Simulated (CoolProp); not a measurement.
Saturated liquid density (kg/m³) of CF4 (R14): the reference equation beside estimates from Tc = -45.8 °C, pc = 3.762 MPa, ω = 0.178.

Values from CoolProp's reference Helmholtz-energy equation of state, Platzer 1990. This equation is an older, rougher fit; its heat capacities, sound speeds and derivatives of the liquid may be far off and weren't checked against measurements.

```tsv
T (°C)	reference	van der Waals	Redlich-Kwong
-126.75	1596	1046	1531
-124.45	1584	1038	1517
-122.15	1571	1030	1503
-119.95	1559	1022	1489
-117.65	1546	1013	1474
-115.35	1533	1005	1459
-113.05	1520	996.1	1443
-110.75	1507	987.1	1427
-108.55	1494	978.3	1411
-106.25	1480	969.0	1395
-103.95	1466	959.5	1378
-101.65	1452	949.7	1360
-99.35	1437	939.8	1342
```

Absolute difference from the reference over all 13 rows, mean and median: van der Waals 34.5 and 34.5 %, Redlich-Kwong 5.2 and 5.1 %.
